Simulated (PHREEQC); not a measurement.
## Arsenic or selenium liquor: speciation

A solution holds 0.058 mol Na2HAsO4, 0.00011 mol HCl and 0.008 mol NaCl per kg of water, at 25 °C. Closed to the air; pH follows from the charge balance.

Model: ion-association model, wateq4f.dat, run in PHREEQC.

This is a speciation only: nothing precipitates in the calculation.

**Question.** What pH, ionic strength does the model give?

**Answer.** pH 8.85; ionic strength 0.182 mol/kgw.

Species that the database lacks are ignored.
